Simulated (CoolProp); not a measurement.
Vapour pressure (bar) of R124: the reference equation beside estimates from Tc = 122.3 °C, pc = 36.24 bar, ω = 0.288.

The numbers come from the reference Helmholtz-energy equation of state, de Vries 1995 in CoolProp.

| T (°C) | reference | Lee-Kesler | van der Waals | Redlich-Kwong | Soave-Redlich-Kwong | Peng-Robinson |
|---|---|---|---|---|---|---|
| -26.25 | 0.5345 | 0.5281 | 3.948 | 1.114 | 0.5309 | 0.5390 |
| -21.05 | 0.6813 | 0.6749 | 4.431 | 1.366 | 0.6773 | 0.6849 |
| -15.75 | 0.8622 | 0.8562 | 4.962 | 1.663 | 0.8580 | 0.8644 |
| -10.45 | 1.079 | 1.074 | 5.534 | 2.006 | 1.075 | 1.079 |
| -5.25 | 1.331 | 1.328 | 6.137 | 2.390 | 1.328 | 1.329 |
| 0.05 | 1.633 | 1.632 | 6.794 | 2.835 | 1.631 | 1.629 |
| 5.35 | 1.986 | 1.987 | 7.496 | 3.337 | 1.985 | 1.978 |
| 10.55 | 2.386 | 2.390 | 8.228 | 3.888 | 2.389 | 2.375 |

Absolute difference from the reference over all 8 rows, mean and median: Lee-Kesler 0.5 and 0.3 %, van der Waals 409.6 and 387.0 %, Redlich-Kwong 84.0 and 82.7 %, Soave-Redlich-Kwong 0.3 and 0.3 %, Peng-Robinson 0.4 and 0.3 %.
